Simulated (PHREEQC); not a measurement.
1 kg of water holding 0.091 mol NaOH, 0.0075 mol Na2SO4, 0.22 mol Na2CO3 and 0.017 mol NaCl is evaporated at 25 °C; the solids stay in contact with the brine. CO2 from the air is kept out. Only these solids could form: Burkeite, Halite, Mirabilite, Nahcolite, Natron, Thenardite, Trona.

The series has 17 steps of water left (kg), from 1 to 0.03895.

All values are PHREEQC results (Pitzer model, pitzer.dat), not measurements.

Which solids form, in which order, and at which step of the series does each first stand?

Natron from water left = 0.0652 kg (pH 14.30); Burkeite from water left = 0.0314 kg (pH 14.90).

Complexes and solids missing from the database can't appear.
